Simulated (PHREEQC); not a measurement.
Make-up at 20 °C: 0.0019 mol HI, 0.23 mol NH4HS, 0.0029 mol NaOH and 0.005 mol KI per kg of water. Closed to the air; pH follows from the charge balance.

The numbers come from PHREEQC with the ion-association model, wateq4f.dat.

The pH comes out as 8.20 and the ionic strength is 0.228 mol/kgw. The activity of water is 0.992 and the total alkalinity comes out as 231 meq/kg.

| species | molality | activity | log γ |
|---|---|---|---|
| HS- | 0.221 | 0.154 | -0.156 |
| NH4+ | 0.220 | 0.163 | -0.129 |
| NH3 | 0.0104 | 0.0104 | 0.000 |
| H2S | 0.00937 | 0.00988 | 0.023 |
| I- | 0.00690 | 0.00513 | -0.129 |
| K+ | 0.00500 | 0.00352 | -0.153 |
| Na+ | 0.00290 | 0.00214 | -0.131 |

This is a speciation only: nothing precipitates in the calculation. The polysulfide entries of wateq4f.dat were taken out for this run.
